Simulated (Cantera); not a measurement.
Input: 1 mol SiC, 0.84 mol O2, 19 mol N2, held at 3.20e-5 bar.

Cantera equilibrium calculation (NASA polynomials, part measured and part estimated; ideal gas, pure solids and liquids). Candidate condensed phases: C, Si, SiC, SiO2, Si2N2O, Si3N4; 34 gas species. N2 is the only nitrogen source here; it is nearly inert below about 1500 K, so the nitride shown seldom forms there in practice. Mutual solubility and eutectic melting of coexisting phases are not modelled. The tables' values for SiN are old estimates; treat these amounts as uncertain. The tables hold silica as quartz up to 1696 K and as liquid above; real silica turns to tridymite and cristobalite and melts near 1996 K. The numbers say what is thermodynamically allowed, not how fast it happens.

x: gas mole fraction; n: condensed amount in mol.

```
T (K)   x N2    x CO     x SiO      x Si   x Si2C     x SiN  n SiO2(β-quartz)  n Si2N2O(s)    n SiC(s)
-----  -----  ------  --------  --------  -------  --------  ----------------  -----------  ----------
1250   0.948  0.0511  0.000691  2.79e-11   <1e-12    <1e-12             0.115        0.435           0
1350   0.932  0.0499    0.0180   9.59e-9   <1e-12  1.37e-10                 0        0.320           0
1450   0.923  0.0434    0.0337   1.27e-5  1.29e-8   1.11e-7                 0       0.0994  (withheld)
1550   0.919  0.0407    0.0405  0.000186  4.15e-7   1.05e-6                 0            0  (withheld)
1650   0.917  0.0414    0.0397   0.00173  7.64e-6   6.73e-6                 0            0  (withheld)
1750   0.908  0.0458    0.0345    0.0112  9.03e-5   3.11e-5                 0            0  (withheld)
1850   0.905  0.0476    0.0324    0.0151  1.22e-5   3.13e-5                 0            0           0
1950   0.905  0.0476    0.0324    0.0152  8.28e-7   2.41e-5                 0            0           0
```

Problem. Some entries are withheld; supply them.

Solution. 
- 1450, n SiC(s): 0.110
- 1550, n SiC(s): 0.158
- 1650, n SiC(s): 0.142
- 1750, n SiC(s): 0.0392
